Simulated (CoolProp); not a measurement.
Octamethylcyclotetrasiloxane (D4) along the isotherm 620 K: Z from the reference equation and from simpler models built on Tc = 586.5 K, pc = 1347 kPa, ω = 0.598; each cubic takes its own stable root.

Computed with CoolProp (reference Helmholtz-energy equation of state, Thol 2015).

```csv
p (kPa),phase,reference,Redlich-Kwong,Peng-Robinson
56.1,gas,0.9881,0.9878,0.9871
112,gas,0.9761,0.9755,0.9741
168,gas,0.9638,0.9631,0.9610
225,gas,0.9512,0.9501,0.9475
281,gas,0.9385,0.9373,0.9341
337,gas,0.9257,0.9242,0.9206
393,gas,0.9127,0.9108,0.9069
449,gas,0.8994,0.8973,0.8930
505,gas,0.8860,0.8835,0.8790
561,gas,0.8722,0.8694,0.8648
617,gas,0.8583,0.8550,0.8504
674,gas,0.8438,0.8401,0.8355
```
